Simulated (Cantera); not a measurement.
**Adiabatic ignition**

An adiabatic, constant-volume homogeneous reactor starts with CH4 : C2H6 : C3H8 : O2 : N2 = 1 : 0.087 : 0.18 : 9.42 : 35.4 (molar parts), at 1575 K and 9.87 atm.

Cantera simulation using GRI-Mech 3.0 (53 species, 325 reactions); the numbers are that mechanism's predictions, not measurements. GRI-Mech 3.0 was tuned for natural gas; its chemistry of propane as a main component is partial and can be far from experiment.

```csv
t (s),T (K),P (bar),x CH4,x C2H6,x C3H8,x CH2CO,x CH2O
2.00e-6,1574,9.99,0.0216,0.00184,0.00370,4.49e-7,5.49e-5
4.31e-6,1576,10.0,0.0211,0.00179,0.00327,7.68e-6,0.000352
9.28e-6,1607,10.2,0.0187,0.00149,0.00176,0.000162,0.00161
2.00e-5,2379,15.3,<1e-12,<1e-12,<1e-12,<1e-12,2.26e-11
4.31e-5,2474,15.8,<1e-12,<1e-12,<1e-12,<1e-12,1.23e-12
9.28e-5,2474,15.8,<1e-12,<1e-12,<1e-12,<1e-12,1.15e-12
0.000200,2473,15.8,<1e-12,<1e-12,<1e-12,<1e-12,1.14e-12
0.000431,2471,15.8,<1e-12,<1e-12,<1e-12,<1e-12,1.12e-12
0.000928,2467,15.8,<1e-12,<1e-12,<1e-12,<1e-12,1.08e-12
0.00200,2460,15.7,<1e-12,<1e-12,<1e-12,<1e-12,1.01e-12
0.00431,2449,15.7,<1e-12,<1e-12,<1e-12,<1e-12,<1e-12
0.00928,2440,15.6,<1e-12,<1e-12,<1e-12,<1e-12,<1e-12
0.0200,2436,15.6,<1e-12,<1e-12,<1e-12,<1e-12,<1e-12
0.0431,2435,15.6,<1e-12,<1e-12,<1e-12,<1e-12,<1e-12
0.0928,2435,15.6,<1e-12,<1e-12,<1e-12,<1e-12,<1e-12
0.200,2435,15.6,<1e-12,<1e-12,<1e-12,<1e-12,<1e-12
```
x: mole fraction; the columns are a selection and need not sum to one.

```yaml
time_of_steepest_temperature_rise: 15.1 µs
temperature at 0.200 s: 2435 K
equilibrium_temperature: 2435 K
x(CH4) at 0.200 s: <1e-12 (gas-phase equilibrium <1e-12)
x(C2H6) at 0.200 s: <1e-12 (gas-phase equilibrium <1e-12)
x(C3H8) at 0.200 s: <1e-12 (gas-phase equilibrium <1e-12)
```
